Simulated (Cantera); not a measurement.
What does this Cantera script print?

```python
import numpy as np
import cantera as ct

gas = ct.Solution("gri30.yaml")
gas.TPX = 700, 550000, {'CH4': 1, 'O2': 2.56, 'N2': 9.64, 'H2O': 0.35}
flame = ct.FreeFlame(gas, width=0.012)
flame.set_refine_criteria(ratio=3, slope=0.08, curve=0.16)
flame.transport_model = "mixture-averaged"
flame.solve(loglevel=0, auto=True)
z, T = flame.grid, flame.T
thick = (T[-1] - T[0]) / np.gradient(T, z).max()
show = ['CH4', 'O2', 'H2O', 'H', 'NO', 'C2H4']
print(f"laminar burning velocity  {flame.velocity[0] * 100:.3f} cm/s")
print(f"burnt temperature         {T[-1]:.1f} K")
print(f"thermal thickness         {thick * 1e3:.4f} mm")
print(f"grid points               {len(z)}")
z0 = z[flame.heat_release_rate.argmax()]
print(f"{'z/mm':>9s}{'T/K':>9s}{'u/(m/s)':>9s}" + "".join(f"{s:>11s}" for s in show))
rows = []
for k in (-3, -2, -1.5, -1, -0.5, -0.25, 0, 0.25, 0.5, 1, 2, 4, 8):
    zz = z0 + k * thick
    rows.append([k * thick, np.interp(zz, z, T), np.interp(zz, z, flame.velocity),
                 *(np.interp(zz, z, flame.X[gas.species_index(s)]) for s in show)])
    print(f"{rows[-1][0] * 1e3:9.3f}{rows[-1][1]:9.1f}{rows[-1][2]:9.3f}" + "".join(f"{x:11.3e}" for x in rows[-1][3:]))
```

It prints:

```
laminar burning velocity  68.976 cm/s
burnt temperature         2217.9 K
thermal thickness         0.1057 mm
grid points               132
     z/mm      T/K  u/(m/s)        CH4         O2        H2O          H         NO       C2H4
   -0.317    700.9    0.691  7.367e-02  1.887e-01  2.604e-02  5.704e-13  1.115e-09  1.220e-07
   -0.211    705.9    0.697  7.320e-02  1.882e-01  2.706e-02  2.145e-11  8.388e-09  1.154e-06
   -0.159    723.2    0.715  7.188e-02  1.867e-01  3.002e-02  5.226e-10  3.799e-08  6.294e-06
   -0.106    804.4    0.798  6.639e-02  1.798e-01  4.151e-02  3.997e-08  2.282e-07  4.231e-05
   -0.053   1148.3    1.148  4.471e-02  1.482e-01  8.102e-02  1.024e-05  1.779e-06  2.821e-04
   -0.026   1489.5    1.496  2.347e-02  1.137e-01  1.160e-01  1.280e-04  4.131e-06  4.975e-04
    0.000   1829.0    1.840  4.580e-03  7.505e-02  1.485e-01  8.316e-04  7.835e-06  2.095e-04
    0.026   1983.3    1.987  1.982e-04  5.534e-02  1.601e-01  1.319e-03  1.228e-05  5.340e-06
    0.053   2051.8    2.047  4.567e-06  4.908e-02  1.628e-01  1.135e-03  1.574e-05  4.303e-08
    0.106   2126.0    2.111  7.435e-09  4.494e-02  1.659e-01  6.367e-04  2.062e-05  1.649e-11
    0.211   2182.8    2.160  4.163e-13  4.265e-02  1.691e-01  2.356e-04  2.674e-05  1.045e-16
    0.423   2210.6    2.184  1.104e-14  4.173e-02  1.710e-01  8.758e-05  3.397e-05  1.324e-22
    0.845   2217.6    2.190  1.501e-15  4.152e-02  1.715e-01  5.948e-05  4.466e-05  6.195e-25
```

Cantera simulation using GRI-Mech 3.0 (53 species, 325 reactions); the numbers are that mechanism's predictions, not measurements. Burning velocities carry a grid error of a few per cent, more on coarse grids.
